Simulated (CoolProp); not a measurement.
Vapour-liquid equilibrium of CHF3 (R23) (1) + R143a (2) at 73.4 kPa; x and y are mole fractions of (1).

Values from CoolProp's multi-fluid Helmholtz-energy mixture model, Penoncello 2003 and Lemmon and Jacobsen 2000; pair parameters Bell 2016.

```
x     bubble temperature (K)  y at the bubble point  dew temperature at overall composition x (K)  liquid density (mol/L)
----  ----------------------  ---------------------  --------------------------------------------  ----------------------
0.05                   216.0                  0.197                                         218.5                   14.40
0.15                   209.7                  0.487                                         216.8                   15.03
0.25                   204.4                  0.668                                         215.0                   15.66
0.35                   200.1                  0.781                                         212.9                   16.30
0.45                   196.6                  0.853                                         210.6                   16.94
0.55                   193.7                  0.900                                         208.0                   17.60
0.65                   191.5                  0.932                                         205.0                   18.27
0.75                   189.6                  0.956                                         201.4                   18.98
0.85                   187.9                  0.975                                         196.7                   19.72
0.95                   186.4                  0.992                                         190.1                   20.52
```

No azeotrope shows between x = 0.05 and 0.95.

The pair parameters rest on a limited set of measurements; away from them the model extrapolates. The gap from Raoult's law changes sign with composition, which may be real or a fault of the pair parameters; it wasn't checked against measurements.
